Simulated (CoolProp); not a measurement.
Carbon dioxide at 298.15 K and 5.13 MPa is throttled through a valve to 0.945 MPa with no heat exchange. Each further row changes one setting.

The numbers come from the reference Helmholtz-energy equation of state, Span 1996 in CoolProp.

```csv
case,temperature change (K),final density (kg/m³)
as stated,-61.8,23.8
outlet pressure 0.283 MPa,-76.6,7.04
outlet pressure 1.23 MPa,-56.1,31.2
```
